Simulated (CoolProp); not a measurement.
R404A at several states: Z from the reference equation and from simpler models built on Tc = 345.3 K, pc = 37.35 bar, ω = 0.293; each cubic takes its own stable root.

Values from CoolProp's reference Helmholtz-energy equation of state, Lemmon 2003. It is a pseudo-pure fit of the blend.

```csv
T (K),p (bar),phase,reference,van der Waals,Soave-Redlich-Kwong,Peng-Robinson
309,145,liquid,0.4976,0.7646,0.5643,0.5031
425,35.2,gas,?,0.8100,?,0.8263
302.7,4.62,gas,0.9244,?,0.9315,0.9262
453.5,3.32,gas,0.9880,0.9866,0.9894,0.9870
384.9,131,supercritical,?,?,0.5950,0.5436
```

Fill in the missing entries.


- 425, reference: 0.8310
- 425, Soave-Redlich-Kwong: 0.8504
- 302.7, van der Waals: 0.9473
- 384.9, reference: 0.5052
- 384.9, van der Waals: 0.6628
